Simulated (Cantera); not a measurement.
Charge: 1 mol SiHCl3, 6 mol N2, at 998.15 K and 1.00 bar.

Method: chemical equilibrium by Gibbs-energy minimisation in Cantera with the NASA 1993 tables (ideal gas, pure condensed phases). Candidate condensed phases: NH4Cl, Si, Si3N4; 28 gas species. N2 is the only nitrogen source here; it is nearly inert below about 1500 K, so the nitride shown seldom forms there in practice. The tables' values for SiCl3 are old estimates; treat these amounts as uncertain. Kinetics and transport are ignored.

Base state: N2 0.800, HCl 0.0989, SiCl4 0.0802, H2 0.0205, SiHCl3 0.000115, SiCl3 1.37e-5 (mole fractions); condensed: Si3N4(s).

What changes in the equilibrium state with this change: N2 from 6 to 0.81 mol?


| species | before | after |
|---|---|---|
| SiCl4 | 0.0802 | 0.316 |
| N2 | 0.800 | 0.285 |
| HCl | 0.0989 | 0.281 |
| H2 | 0.0205 | 0.117 |
| NH3 | 1.55e-6 | 1.26e-5 |
| SiHCl3 | 0.000115 | 0.000915 |
| Si3N4(s), mol | 0.142 | 0.129 |

What changes in the equilibrium state with this change: pressure from 1.00 bar to 5.30 mbar?


```
species          before     after
-------------  --------  --------
N2                0.800     0.796
HCl              0.0989     0.116
SiCl4            0.0802    0.0758
H2               0.0205    0.0120
SiCl3           1.37e-5  0.000117
SiHCl3         0.000115   5.48e-5
Si3N4(s), mol     0.142     0.152
```
